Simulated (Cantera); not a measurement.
**Adiabatic ignition**

An adiabatic, constant-volume homogeneous reactor starts with CH4 : O2 : N2 : CO2 = 1 : 2 : 7.52 : 0.74 (molar parts), at 1075 K and 4.64 atm.

Detailed kinetics in Cantera: GRI-Mech 3.0 (53 species, 325 reactions).

```tsv
t (s)	T (K)	P (bar)	x CH4	x O2	x CO2	x HO2	x CO	x H2
4.00e-6	1075	4.70	0.0888	0.178	0.0657	9.65e-10	<1e-12	<1e-12
1.23e-5	1075	4.70	0.0888	0.178	0.0657	2.97e-9	<1e-12	2.08e-12
3.80e-5	1075	4.70	0.0888	0.178	0.0657	9.06e-9	<1e-12	1.41e-11
0.000117	1075	4.70	0.0888	0.178	0.0657	2.72e-8	1.12e-12	1.26e-10
0.000360	1075	4.70	0.0888	0.178	0.0657	7.76e-8	3.26e-11	1.51e-9
0.00111	1075	4.70	0.0888	0.178	0.0657	1.86e-7	1.43e-9	2.70e-8
0.00342	1075	4.70	0.0888	0.178	0.0657	2.87e-7	7.64e-8	3.98e-7
0.0105	1075	4.70	0.0888	0.178	0.0657	5.18e-7	1.74e-6	2.74e-6
0.0325	1078	4.71	0.0884	0.177	0.0657	1.82e-6	4.41e-5	3.15e-5
0.100	2758	12.4	<1e-12	0.0141	0.115	8.23e-6	0.0352	0.00711
```
x: mole fraction; the columns are a selection and need not sum to one.

```yaml
time_of_steepest_temperature_rise: 62.9 ms
temperature at 0.100 s: 2758 K
equilibrium_temperature: 2758 K
x(CH4) at 0.100 s: <1e-12 (gas-phase equilibrium <1e-12)
x(O2) at 0.100 s: 0.0141 (gas-phase equilibrium 0.0141)
x(CO2) at 0.100 s: 0.115 (gas-phase equilibrium 0.115)
```
